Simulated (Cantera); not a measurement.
# Thermodynamics of tantalum, niobium, vanadium and zirconium in process gases, feed Ta(OEt)5 + H2O + H2

Input: 1 mol Ta(OEt)5, 0.69 mol H2O, 1.8 mol H2, held at 13300 Pa.

These are equilibrium values from Cantera (NASA tables, ideal gas, pure condensed phases), not measurements of a reactor. Candidate condensed phases: C, C6H6, C7H8, C8H18, H2O, Ta, TaC, Ta2O5; 113 gas species. The feed counts by its element totals alone. TaC: taken at fixed stoichiometry. Condensed phases not in the tables: Ta2C. Equilibrium is a limit: real reactors are often held back by kinetics, nucleation or transport.

| T (°C) | x H2 | x CO | x H | x C2H2 (acetylene) | x CH4 | x H2O | n C(graphite) | n TaC(s) |
|---|---|---|---|---|---|---|---|---|
| 1027 | 0.724 | 0.275 | 2.58e-6 | 4.17e-7 | 0.000550 | 0.000242 | 3.30 | 1.00 |
| 1127 | 0.724 | 0.275 | 1.13e-5 | 1.82e-6 | 0.000302 | 9.90e-5 | 3.31 | 1.00 |
| 1227 | 0.725 | 0.275 | 4.10e-5 | 6.54e-6 | 0.000180 | 4.56e-5 | 3.31 | 1.00 |
| 1327 | 0.725 | 0.275 | 0.000127 | 1.99e-5 | 0.000114 | 2.32e-5 | 3.31 | 1.00 |
| 1427 | 0.724 | 0.275 | 0.000343 | 5.32e-5 | 7.66e-5 | 1.28e-5 | 3.31 | 1.00 |
| 1527 | 0.724 | 0.275 | 0.000834 | 0.000127 | 5.38e-5 | 7.57e-6 | 3.30 | 1.00 |
| 1627 | 0.723 | 0.275 | 0.00185 | 0.000276 | 3.92e-5 | 4.73e-6 | 3.30 | 1.00 |
| 1727 | 0.721 | 0.275 | 0.00378 | 0.000554 | 2.94e-5 | 3.09e-6 | 3.29 | 1.00 |
| 1827 | 0.718 | 0.274 | 0.00723 | 0.00104 | 2.26e-5 | 2.11e-6 | 3.27 | 1.00 |
| 1927 | 0.712 | 0.273 | 0.0130 | 0.00182 | 1.78e-5 | 1.48e-6 | 3.23 | 1.00 |
| 2027 | 0.703 | 0.272 | 0.0222 | 0.00304 | 1.41e-5 | 1.07e-6 | 3.18 | 1.00 |
| 2127 | 0.689 | 0.270 | 0.0362 | 0.00480 | 1.12e-5 | 7.81e-7 | 3.11 | 1.00 |
x: gas mole fraction; n: condensed amount in mol.

From 1027 °C to 2127 °C the condensed part is C(graphite) + TaC(s).
